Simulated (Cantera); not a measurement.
Charge: 1 mol Si(CH3)4, a varied amount of H2, at 1023 K and 0.630 bar.

Equilibrium computed with Cantera from the NASA thermochemical tables; the gas is ideal and each condensed phase is pure. Candidate condensed phases: C, C6H6, C7H8, C8H18, Si, SiC; 87 gas species. Kinetics and transport are ignored.

x: gas mole fraction; n: condensed amount in mol.

```json
[
 {"n(H2) (mol)": "21", "x H2": "0.957", "x CH4": "0.0433", "x C2H6": "4.21e-7", "x C2H4": "3.78e-7", "x H": "5.10e-9", "n C(graphite)": "1.88", "n SiC(s)": "1.00"},
 {"n(H2) (mol)": "27", "x H2": "0.957", "x CH4": "0.0433", "x C2H6": "4.21e-7", "x C2H4": "3.78e-7", "x H": "5.10e-9", "n C(graphite)": "1.63", "n SiC(s)": "1.00"},
 {"n(H2) (mol)": "34", "x H2": "0.957", "x CH4": "0.0433", "x C2H6": "4.21e-7", "x C2H4": "3.78e-7", "x H": "5.10e-9", "n C(graphite)": "1.34", "n SiC(s)": "1.00"},
 {"n(H2) (mol)": "43", "x H2": "0.957", "x CH4": "0.0433", "x C2H6": "4.21e-7", "x C2H4": "3.78e-7", "x H": "5.10e-9", "n C(graphite)": "0.968", "n SiC(s)": "1.00"},
 {"n(H2) (mol)": "54", "x H2": "0.957", "x CH4": "0.0433", "x C2H6": "4.21e-7", "x C2H4": "3.78e-7", "x H": "5.10e-9", "n C(graphite)": "0.512", "n SiC(s)": "1.00"},
 {"n(H2) (mol)": "69", "x H2": "0.958", "x CH4": "0.0417", "x C2H6": "3.90e-7", "x C2H4": "3.49e-7", "x H": "5.11e-9", "n C(graphite)": "0", "n SiC(s)": "1.00"},
 {"n(H2) (mol)": "87", "x H2": "0.967", "x CH4": "0.0333", "x C2H6": "(withheld)", "x C2H4": "2.20e-7", "x H": "5.13e-9", "n C(graphite)": "0", "n SiC(s)": "1.00"},
 {"n(H2) (mol)": "110", "x H2": "0.973", "x CH4": "0.0265", "x C2H6": "(withheld)", "x C2H4": "1.37e-7", "x H": "5.15e-9", "n C(graphite)": "0", "n SiC(s)": "1.00"},
 {"n(H2) (mol)": "140", "x H2": "0.979", "x CH4": "0.0210", "x C2H6": "(withheld)", "x C2H4": "8.49e-8", "x H": "5.16e-9", "n C(graphite)": "0", "n SiC(s)": "1.00"},
 {"n(H2) (mol)": "180", "x H2": "0.984", "x CH4": "0.0164", "x C2H6": "(withheld)", "x C2H4": "5.14e-8", "x H": "5.17e-9", "n C(graphite)": "0", "n SiC(s)": "1.00"},
 {"n(H2) (mol)": "220", "x H2": "0.987", "x CH4": "0.0135", "x C2H6": "(withheld)", "x C2H4": "3.44e-8", "x H": "5.18e-9", "n C(graphite)": "0", "n SiC(s)": "1.00"},
 {"n(H2) (mol)": "280", "x H2": "0.989", "x CH4": "0.0106", "x C2H6": "(withheld)", "x C2H4": "2.12e-8", "x H": "5.19e-9", "n C(graphite)": "0", "n SiC(s)": "1.00"},
 {"n(H2) (mol)": "360", "x H2": "0.992", "x CH4": "0.00826", "x C2H6": "(withheld)", "x C2H4": "1.28e-8", "x H": "5.19e-9", "n C(graphite)": "0", "n SiC(s)": "1.00"}
]
```

**Question.** Fill in the missing entries.

**Answer.** 
- 87, x C2H6: 2.47e-7
- 110, x C2H6: 1.56e-7
- 140, x C2H6: 9.67e-8
- 180, x C2H6: 5.87e-8
- 220, x C2H6: 3.94e-8
- 280, x C2H6: 2.44e-8
- 360, x C2H6: 1.48e-8
